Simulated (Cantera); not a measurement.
A freely propagating, adiabatic, planar premixed flame of CH4 : H2 : O2 : N2 = 1 : 0.5 : 1.61 : 6.04 (molar parts), unburnt at 500 K and 2.57 atm; mixture-averaged transport, grid criteria slope 0.08 and curve 0.16, no radiation.

Model: GRI-Mech 3.0 (53 species, 325 reactions), integrated in Cantera. Burning velocities carry a grid error of a few per cent, more on coarse grids.

Task: How do the results move with these cheaper or finer settings: unity-Lewis-number transport; multicomponent transport; multicomponent+Soret transport; grid criteria slope 0.5, curve 1; grid criteria slope 0.25, curve 0.5; grid criteria slope 0.03, curve 0.06?

Result: 
| setting | laminar burning velocity | thermal thickness | peak x(CH2CO) | grid points | grid points |
|---|---|---|---|---|---|
| as above | 44.2 cm/s | 0.258 mm | 0.000332 | 142 | 142 |
| unity-Lewis-number transport | 32.4 cm/s | 0.323 mm | 0.000232 | 140 | 140 |
| multicomponent transport | 44.2 cm/s | 0.262 mm | 0.000337 | 143 | 143 |
| multicomponent+Soret transport | 45.1 cm/s | 0.252 mm | 0.000328 | 143 | 143 |
| grid criteria slope 0.5, curve 1 | 48.6 cm/s | 0.289 mm | 0.000331 | 31 | 31 |
| grid criteria slope 0.25, curve 0.5 | 45.7 cm/s | 0.268 mm | 0.000335 | 54 | 54 |
| grid criteria slope 0.03, curve 0.06 | 43.6 cm/s | 0.257 mm | 0.000334 | 329 | 329 |
The base run took very roughly 9 core-seconds.
Unity Lewis numbers drop preferential diffusion, which matters most where H2 and H carry the flame; Soret adds thermal diffusion.
